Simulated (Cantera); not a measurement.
Input: 1 mol Si, 0.87 mol Cl₂, 3 mol H₂, equilibrated at 3.20 bar.

These are equilibrium values from Cantera (NASA tables, ideal gas, pure condensed phases), not measurements of a reactor. Candidate condensed phases: Si; 19 gas species. The tables' values for SiCl₃ are old estimates; treat these amounts as uncertain. Rates play no part.

x: gas mole fraction; n: condensed amount in mol.

| T (K) | x H₂ | x SiCl₄ | x SiHCl₃ | x HCl | x SiH₂Cl₂ | x SiCl₃ | x SiCl₂ | n Si(s) |
|---|---|---|---|---|---|---|---|---|
| 648 | 0.852 | 0.0760 | 0.0683 | 7.41e-5 | 0.00354 | 6.47e-7 | 3.65e-9 | 0.501 |
| 698 | 0.852 | 0.0768 | 0.0670 | 0.000193 | 0.00383 | 2.65e-6 | 3.09e-8 | 0.502 |
| 748 | 0.852 | 0.0775 | 0.0658 | 0.000441 | 0.00408 | 8.98e-6 | 1.96e-7 | 0.503 |
| 798 | 0.852 | 0.0781 | 0.0646 | … | 0.00431 | 2.60e-5 | … | 0.504 |
| 848 | 0.852 | 0.0785 | 0.0635 | 0.00171 | 0.00450 | 6.64e-5 | 4.06e-6 | 0.505 |
| 898 | 0.851 | 0.0788 | 0.0624 | 0.00299 | 0.00467 | 0.000152 | 1.42e-5 | 0.507 |
| 948 | 0.850 | 0.0789 | 0.0612 | 0.00493 | 0.00481 | 0.000319 | 4.36e-5 | 0.509 |
| 998 | 0.848 | 0.0787 | 0.0600 | 0.00771 | 0.00492 | 0.000617 | 0.000119 | 0.511 |
| 1048 | 0.845 | 0.0781 | 0.0586 | 0.0115 | 0.00500 | 0.00112 | 0.000292 | 0.515 |
| 1098 | 0.842 | 0.0770 | 0.0570 | … | 0.00505 | 0.00190 | … | 0.519 |
| 1148 | 0.837 | 0.0752 | 0.0551 | 0.0229 | 0.00506 | 0.00306 | 0.00138 | 0.524 |
| 1198 | 0.831 | 0.0726 | 0.0528 | 0.0307 | 0.00502 | 0.00469 | 0.00268 | 0.529 |

Q: Fill in the missing entries.

A: 
- 1098, x HCl: 0.0165
- 1098, x SiCl₂: 0.000660
- 798, x HCl: 0.000907
- 798, x SiCl₂: 9.83e-7
